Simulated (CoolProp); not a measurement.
Properties of nitrous oxide at several states (Tc = 309.5 K, pc = 7.245 MPa, ω = 0.161).

Values from CoolProp's reference Helmholtz-energy equation of state, Lemmon 2006. It is a short technical equation, of lower accuracy than the large ones.

```
T (K)  p (MPa)  phase  density (kg/m³)  fugacity coefficient
-----  -------  -----  ---------------  --------------------
398.8    0.252    gas            3.362                0.9948
463.6   0.0118    gas           0.1348                0.9999
347.6   0.0886    gas            1.353                0.9971
```
